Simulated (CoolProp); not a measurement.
n-perfluorohexane along the isobar 5.68 bar: fugacity coefficient from the reference equation and from simpler models built on Tc = 174.9 °C, pc = 17.42 bar, ω = 0.497; each cubic takes its own stable root.

Computed with CoolProp (reference Helmholtz-energy equation of state, Gao 2022).

```json
[
 {"T (°C)": "-70.65", "phase": "liquid", "reference": "5.552e-5", "van der Waals": "0.04501", "Soave-Redlich-Kwong": "6.244e-5", "Peng-Robinson": "7.577e-5"},
 {"T (°C)": "-64.95", "phase": "liquid", "reference": "0.0001051", "van der Waals": "0.05480", "Soave-Redlich-Kwong": "0.0001159", "Peng-Robinson": "0.0001380"},
 {"T (°C)": "-59.35", "phase": "liquid", "reference": "0.0001889", "van der Waals": "0.06579", "Soave-Redlich-Kwong": "0.0002050", "Peng-Robinson": "0.0002397"},
 {"T (°C)": "-53.65", "phase": "liquid", "reference": "0.0003304", "van der Waals": "…", "Soave-Redlich-Kwong": "0.0003534", "Peng-Robinson": "0.0004065"},
 {"T (°C)": "-48.05", "phase": "liquid", "reference": "0.0005529", "van der Waals": "0.09245", "Soave-Redlich-Kwong": "0.0005844", "Peng-Robinson": "0.0006622"},
 {"T (°C)": "-42.35", "phase": "liquid", "reference": "0.0009046", "van der Waals": "0.1083", "Soave-Redlich-Kwong": "0.0009462", "Peng-Robinson": "0.001057"},
 {"T (°C)": "-36.75", "phase": "liquid", "reference": "0.001425", "van der Waals": "…", "Soave-Redlich-Kwong": "0.001478", "Peng-Robinson": "0.001631"},
 {"T (°C)": "-31.05", "phase": "liquid", "reference": "0.002203", "van der Waals": "0.1449", "Soave-Redlich-Kwong": "0.002268", "Peng-Robinson": "0.002473"},
 {"T (°C)": "-25.45", "phase": "liquid", "reference": "0.003296", "van der Waals": "0.1657", "Soave-Redlich-Kwong": "…", "Peng-Robinson": "0.003641"},
 {"T (°C)": "-19.75", "phase": "liquid", "reference": "0.004854", "van der Waals": "0.1887", "Soave-Redlich-Kwong": "0.004943", "Peng-Robinson": "0.005282"},
 {"T (°C)": "-14.15", "phase": "liquid", "reference": "0.006949", "van der Waals": "0.2131", "Soave-Redlich-Kwong": "0.007049", "Peng-Robinson": "0.007466"},
 {"T (°C)": "-8.45", "phase": "liquid", "reference": "0.009814", "van der Waals": "0.2399", "Soave-Redlich-Kwong": "0.009924", "Peng-Robinson": "0.01042"},
 {"T (°C)": "-2.85", "phase": "liquid", "reference": "0.01352", "van der Waals": "0.2680", "Soave-Redlich-Kwong": "0.01364", "Peng-Robinson": "0.01422"},
 {"T (°C)": "2.85", "phase": "liquid", "reference": "0.01842", "van der Waals": "0.2986", "Soave-Redlich-Kwong": "0.01855", "Peng-Robinson": "0.01921"},
 {"T (°C)": "8.45", "phase": "liquid", "reference": "0.02455", "van der Waals": "0.3305", "Soave-Redlich-Kwong": "0.02470", "Peng-Robinson": "0.02541"}
]
```

Q: Some entries are withheld; supply them.

A: 
- -53.65, van der Waals: 0.07846
- -36.75, van der Waals: 0.1256
- -25.45, Soave-Redlich-Kwong: 0.003373
